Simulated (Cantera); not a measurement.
A perfectly stirred reactor is fed with 21.5 % H2, 7.68 % O2, 70.8 % N2, at 1.01 bar; it is adiabatic with a 550 K inlet, and is followed from long to short residence time, starting on the burning branch (τ in s: 0.46, 0.17, 0.061, 0.022, 0.0081, 0.003, 0.0011, 0.0004, 0.00014, 5.3e-05, 1.9e-05).

Model: the H2/O2 subset of GRI-Mech 3.0, which has no nitrogen chemistry, integrated in Cantera.

x: mole fraction; the columns are a selection and need not sum to one.

| τ (s) | T (K) | x H2 | x O2 | x H2O2 | x H | x HO2 | x O | x H2O |
|---|---|---|---|---|---|---|---|---|
| 0.46 | 1718 | 0.0662 | 2.09e-5 | 3.38e-9 | 0.00109 | ? | 2.02e-6 | 0.166 |
| 0.17 | 1712 | 0.0659 | 3.72e-5 | 7.83e-9 | 0.00177 | ? | 5.33e-6 | 0.166 |
| 0.061 | 1704 | 0.0654 | 6.99e-5 | 1.79e-8 | 0.00290 | ? | 1.43e-5 | 0.166 |
| 0.022 | 1690 | 0.0647 | 0.000137 | 3.90e-8 | 0.00472 | ? | 3.76e-5 | 0.165 |
| 0.0081 | 1668 | 0.0637 | 0.000274 | 8.00e-8 | 0.00750 | ? | 9.39e-5 | 0.164 |
| 0.0030 | 1634 | 0.0624 | 0.000565 | 1.57e-7 | 0.0117 | ? | 0.000222 | 0.163 |
| 0.0011 | 1581 | 0.0608 | 0.00119 | 3.00e-7 | 0.0177 | ? | 0.000488 | 0.160 |
| 0.00040 | 1502 | 0.0597 | 0.00253 | 5.37e-7 | 0.0258 | ? | 0.000962 | 0.155 |
| 0.00014 | 1390 | 0.0621 | 0.00583 | 8.40e-7 | 0.0345 | ? | 0.00166 | 0.147 |
| 5.3e-5 | 1235 | 0.0836 | 0.0166 | 1.10e-6 | 0.0336 | ? | 0.00206 | 0.123 |
| 1.9e-5 | 550 | 0.215 | 0.0768 | <1e-12 | <1e-12 | <1e-12 | <1e-12 | <1e-12 |

Problem. Some entries are withheld; supply them.

Solution. 
- 0.46, x HO2: 1.16e-8
- 0.17, x HO2: 2.25e-8
- 0.061, x HO2: 4.49e-8
- 0.022, x HO2: 9.10e-8
- 0.0081, x HO2: 1.86e-7
- 0.0030, x HO2: 3.88e-7
- 0.0011, x HO2: 8.38e-7
- 0.00040, x HO2: 1.90e-6
- 0.00014, x HO2: 4.91e-6
- 5.3e-5, x HO2: 1.63e-5
